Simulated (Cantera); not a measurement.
What does this Cantera script print?

```python
import numpy as np
import cantera as ct

gas_names = """
    C CO CO2 C2 C2O C3 C3O2 C4 C5 O O2 O3 Ti TiO TiO2
""".split()
cond_names = """
    C(gr) Ti(a) Ti(b) Ti(L) TiC(s) TiC(L) TiO(a) TiO(b) TiO(L) TiO2(ru) TiO2(L) Ti2O3(a) Ti2O3(b)
    Ti2O3(L) Ti3O5(a) Ti3O5(b) Ti3O5(L) Ti4O7(s) Ti4O7(L)
""".split()


def load(file, names, dense=False):
    # The tables refer to 1 bar. Condensed volumes are neglected.
    table = {s.name: s for s in ct.Species.list_from_file(file)}
    out = []
    for n in names:
        d = dict(table[n].input_data)
        d["thermo"] = dict(d["thermo"], **{"reference-pressure": 1e5})
        if dense:
            d["equation-of-state"] = {"model": "constant-volume", "density": "1e6 g/cm^3"}
        out.append(ct.Species.from_dict(d))
    return out


gas = ct.Solution(thermo="ideal-gas", species=load("nasa_gas.yaml", gas_names))
cond = {s.name: ct.Solution(thermo="fixed-stoichiometry", species=[s], name=s.name)
        for s in load("nasa_condensed.yaml", cond_names, dense=True)}
atoms = {
    'Ti': {'Ti': 1},
    'CO2': {'C': 1, 'O': 2},
    'CO': {'C': 1, 'O': 1},
}
top_T = {'C(gr)': 4500}  # K; cautious upper limits of use, not melting points


def equilibrate(T, P, feed):
    n = {}
    for name, mol in feed.items():
        for a, k in atoms[name].items():
            n[a] = n.get(a, 0.0) + k * mol
    gas.TPX = T, P, n
    mass = sum(n.values()) * gas.mean_molecular_weight
    gas.equilibrate("TP")
    valid = [c for c in cond.values() if c.min_temp <= T <= top_T.get(c.name, c.max_temp)]
    mix = ct.Mixture([(gas, mass / gas.mean_molecular_weight)] + [(c, 0.0) for c in valid])
    mix.T, mix.P = T, P
    mix.equilibrate("TP", solver="vcs", rtol=1e-11, max_steps=5000)
    return mix


results = []
feed = {'Ti': 1, 'CO2': 4, 'CO': 1.6}  # mol
T = 700  # K
P = 300  # Pa
mix = equilibrate(T, P, feed)
results.append((T, P, feed, dict(zip(mix.species_names, mix.species_moles))))
x = sorted(zip(gas.X, gas.species_names), reverse=True)
print(f"T = {T:g} K  P = {P:g} Pa  gas = {mix.phase_moles(0):.4g} mol")
print("   x: " + "  ".join(f"{s} {v:.3e}" for v, s in x if v > 0.001))
print("   condensed (mol): " + ("  ".join(f"{mix.phase(i).name} {mix.phase_moles(i):.4g}"
      for i in range(1, mix.n_phases) if mix.phase_moles(i) > 1e-12) or "none"))
```

Output:

```
T = 700 K  P = 300 Pa  gas = 4.341 mol
   x: CO2 7.508e-01  CO 2.492e-01
   condensed (mol): C(gr) 1.259  TiO2(ru) 1
```

Equilibrium computed with Cantera from the NASA thermochemical tables; the gas is ideal and each condensed phase is pure.
